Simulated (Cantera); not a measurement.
Cantera run:

```python
import numpy as np
import cantera as ct

gas_names = [...]  # 47 gases of nasa_gas.yaml made of Cl, H, N, O, Si
cond_names = """
    H2O(s) H2O(L) NH4CL(a) NH4CL(b) Si(cr) Si(L) SiO2(Lqz) SiO2(hqz) SiO2(L) Si2N2O(s) Si3N4(a)
""".split()


# ... load() reads the species with a 1 bar reference pressure and builds the phases ...
atoms = {
    'SiCl4': {'Si': 1, 'CL': 4},
    'N2O': {'N': 2, 'O': 1},
    'H2': {'H': 2},
}
top_T = {'Si2N2O(s)': 2100, 'Si3N4(a)': 2400}  # K; cautious upper limits of use, not melting points


# ... equilibrate(T, P, feed) seeds the gas with the atoms and calls Mixture.equilibrate('TP', solver="vcs", rtol=1e-11, max_steps=5000) ...
results = []
T = 1075  # K
P = 26000  # Pa
for m in [3.2, 4, 4.9, 6.1, 7.5, 9.3, 12, 14, 18, 22]:
    feed = {'SiCl4': 1, 'N2O': m, 'H2': 2.1}  # mol
    mix = equilibrate(T, P, feed)
    results.append((T, P, feed, dict(zip(mix.species_names, mix.species_moles))))
    x = sorted(zip(gas.X, gas.species_names), reverse=True)
    print(f"T = {T:g} K  P = {P:g} Pa  n(N2O) = {m:g} mol  gas = {mix.phase_moles(0):.4g} mol")
    print("   x: " + "  ".join(f"{s} {v:.3e}" for v, s in x if v > 0.001))
    print("   condensed (mol): " + ("  ".join(f"{mix.phase(i).name} {mix.phase_moles(i):.4g}"
          for i in range(1, mix.n_phases) if mix.phase_moles(i) > 1e-12) or "none"))
```

Output:

```
T = 1075 K  P = 26000 Pa  n(N2O) = 3.2 mol  gas = 7.641 mol
   x: N2 4.188e-01  HCL 4.128e-01  H2O 6.843e-02  CL2 5.508e-02  O2 4.430e-02
   condensed (mol): SiO2(hqz) 1
T = 1075 K  P = 26000 Pa  n(N2O) = 4 mol  gas = 8.813 mol
   x: N2 4.539e-01  HCL 3.452e-01  O2 8.060e-02  H2O 6.570e-02  CL2 5.410e-02
   condensed (mol): SiO2(hqz) 1
T = 1075 K  P = 26000 Pa  n(N2O) = 4.9 mol  gas = 10.15 mol
   x: N2 4.829e-01  HCL 2.932e-01  O2 1.127e-01  H2O 6.035e-02  CL2 5.025e-02
   condensed (mol): SiO2(hqz) 1
T = 1075 K  P = 26000 Pa  n(N2O) = 6.1 mol  gas = 11.93 mol
   x: N2 5.111e-01  HCL 2.450e-01  O2 1.450e-01  H2O 5.349e-02  CL2 4.488e-02
   condensed (mol): SiO2(hqz) 1
T = 1075 K  P = 26000 Pa  n(N2O) = 7.5 mol  gas = 14.02 mol
   x: N2 5.348e-01  HCL 2.058e-01  O2 1.726e-01  H2O 4.683e-02  CL2 3.948e-02
   condensed (mol): SiO2(hqz) 1
T = 1075 K  P = 26000 Pa  n(N2O) = 9.3 mol  gas = 16.72 mol
   x: N2 5.563e-01  O2 1.982e-01  HCL 1.709e-01  H2O 4.018e-02  CL2 3.399e-02
   condensed (mol): SiO2(hqz) 1
T = 1075 K  P = 26000 Pa  n(N2O) = 12 mol  gas = 20.76 mol
   x: N2 5.780e-01  O2 2.243e-01  HCL 1.363e-01  H2O 3.300e-02  CL2 2.800e-02
   condensed (mol): SiO2(hqz) 1
T = 1075 K  P = 26000 Pa  n(N2O) = 14 mol  gas = 23.76 mol
   x: N2 5.892e-01  O2 2.379e-01  HCL 1.185e-01  H2O 2.912e-02  CL2 2.474e-02
   condensed (mol): SiO2(hqz) 1
T = 1075 K  P = 26000 Pa  n(N2O) = 18 mol  gas = 29.75 mol
   x: N2 6.049e-01  O2 2.571e-01  HCL 9.407e-02  H2O 2.354e-02  CL2 2.003e-02
   condensed (mol): SiO2(hqz) 1
T = 1075 K  P = 26000 Pa  n(N2O) = 22 mol  gas = 35.75 mol
   x: N2 6.153e-01  O2 2.698e-01  HCL 7.798e-02  H2O 1.975e-02  CL2 1.681e-02
   condensed (mol): SiO2(hqz) 1
```

Equilibrium computed with Cantera from the NASA thermochemical tables; the gas is ideal and each condensed phase is pure.
